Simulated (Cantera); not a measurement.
Feed: 1 mol Cu, 1.3 mol F2, at 950 °C and 0.100 bar.

Method: chemical equilibrium by Gibbs-energy minimisation in Cantera with the NASA 1993 tables (ideal gas, pure condensed phases). Candidate condensed phases: Cu, CuF2; 6 gas species. The numbers say what is thermodynamically allowed, not how fast it happens.

Base state: F 0.805, F2 0.179, CuF2 0.0162 (mole fractions); condensed: CuF2(l).

### Question
What changes in the equilibrium state with this change: temperature from 950 °C to 177 °C?

### Answer
| species | before | after |
|---|---|---|
| F2 | 0.179 | 1.000 |
| F | 0.805 | 2.02e-6 |
| CuF2 | 0.0162 | <1e-9 |
| CuF2(l), mol | 0.992 | 0 |
| CuF2(s), mol | 0 | 1.00 |
